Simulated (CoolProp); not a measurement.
The fluid at 386.33 K and 17.7 MPa flows at 0.12 m/s in a round tube of 6 mm bore and 1.5 µm roughness, fully developed (64/Re and Nu = 3.66 if laminar; Colebrook and Gnielinski if turbulent). The same conditions are run with several fluids, on thermodynamics alone (safety and materials aside).

Values from CoolProp's reference Helmholtz-energy equation of state of each fluid (ammonia: Gao 2020; c-C4F8 (RC318): Platzer 1990; o-xylene: Zhou 2012; n-nonane: Lemmon 2006). The equations of Platzer and Polt are older, rougher fits.

| fluid | Reynolds number | Darcy friction factor | pressure drop (Pa/m) | heat-transfer coefficient (W/(m² K)) | mass flow (kg/h) |
|---|---|---|---|---|---|
| ammonia | 5120 | 0.0374 | 20.9 | 1070 | 5.68 |
| c-C4F8 (RC318) | 4520 | 0.0388 | 61.2 | 290 | 16.1 |
| o-xylene | 1620 | 0.0396 | 38.9 | 71.0 | 9.99 |
| n-nonane | 1430 | 0.0448 | 35.8 | 70.1 | 8.13 |

Transport values come from each fluid's own correlations; those of c-C4F8 (RC318) are estimates that may be off by 10 % or more.
